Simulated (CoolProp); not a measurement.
Vapour-liquid equilibrium of isopentane (1) + toluene (2) at 376.9 K; x and y are mole fractions of (1).

Values from CoolProp's multi-fluid Helmholtz-energy mixture model, Lemmon 2006 and Lemmon 2006; pair parameters Bell 2016.

```json
[
 {"x": "0.05", "bubble pressure, mixture model (kPa)": "___", "bubble pressure, Raoult's law (kPa)": "118.0", "y, mixture model": "0.355", "y, Raoult's law": "0.331"},
 {"x": "0.2", "bubble pressure, mixture model (kPa)": "___", "bubble pressure, Raoult's law (kPa)": "222.9", "y, mixture model": "___", "y, Raoult's law": "0.702"},
 {"x": "0.35", "bubble pressure, mixture model (kPa)": "___", "bubble pressure, Raoult's law (kPa)": "327.8", "y, mixture model": "___", "y, Raoult's law": "0.835"},
 {"x": "0.5", "bubble pressure, mixture model (kPa)": "470.8", "bubble pressure, Raoult's law (kPa)": "432.7", "y, mixture model": "0.889", "y, Raoult's law": "0.904"},
 {"x": "0.65", "bubble pressure, mixture model (kPa)": "___", "bubble pressure, Raoult's law (kPa)": "537.5", "y, mixture model": "___", "y, Raoult's law": "0.946"},
 {"x": "0.8", "bubble pressure, mixture model (kPa)": "___", "bubble pressure, Raoult's law (kPa)": "642.4", "y, mixture model": "0.956", "y, Raoult's law": "0.974"},
 {"x": "0.95", "bubble pressure, mixture model (kPa)": "746.2", "bubble pressure, Raoult's law (kPa)": "747.3", "y, mixture model": "0.988", "y, Raoult's law": "0.994"}
]
```

Question: Complete the blanks.

Answer: 
- 0.05, bubble pressure, mixture model (kPa): 124.5
- 0.2, bubble pressure, mixture model (kPa): 250.3
- 0.2, y, mixture model: 0.715
- 0.35, bubble pressure, mixture model (kPa): 367.8
- 0.35, y, mixture model: 0.831
- 0.65, bubble pressure, mixture model (kPa): 562.1
- 0.65, y, mixture model: 0.926
- 0.8, bubble pressure, mixture model (kPa): 650.1

The largest gap from Raoult's law is +12.3 % in bubble pressure, at x = 0.2. No azeotrope shows between x = 0.05 and 0.95.

Pair parameters are fitted to limited data, so mixtures are less certain than the pure fluids.
